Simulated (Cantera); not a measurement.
A perfectly stirred reactor is fed with CH₄ : H₂ : N₂ = 0.017 : 1 : 0.0023 (molar parts), at 0.0276 atm; it is held at 2275 K, and followed from long to short residence time.

Detailed kinetics in Cantera: GRI-Mech 3.0 (53 species, 325 reactions). GRI-Mech 3.0 stops at C3 and has no aromatics, soot or wall deposition, so with more carbon than oxygen in the feed, carbon stays in small species such as C2H2 where larger ones or solid carbon would form. Radical loss at walls, strong at low pressure, is not modelled.

**Question.** Predict: x(CH₄) at τ = 26.0 s; x(H₂) at τ = 26.0 s; x(C₂H₂) at τ = 26.0 s; x(C₂H) at τ = 26.0 s; x(CH₃) at τ = 26.0 s; x(CH₄) at τ = 0.180 s; x(H₂) at τ = 0.180 s; x(C₂H₂) at τ = 0.180 s; x(C₂H) at τ = 0.180 s; x(CH₃) at τ = 0.180 s.

**Answer.** 
```json
{
  "x(CH₄) at τ = 26.0 s": "1.91e-5",
  "x(H₂) at τ = 26.0 s": "0.941",
  "x(C₂H₂) at τ = 26.0 s": "0.00789",
  "x(C₂H) at τ = 26.0 s": "1.74e-5",
  "x(CH₃) at τ = 26.0 s": "1.87e-5",
  "x(CH₄) at τ = 0.180 s": "0.000502",
  "x(H₂) at τ = 0.180 s": "0.959",
  "x(C₂H₂) at τ = 0.180 s": "0.00766",
  "x(C₂H) at τ = 0.180 s": "1.01e-5",
  "x(CH₃) at τ = 0.180 s": "0.000294"
}
```
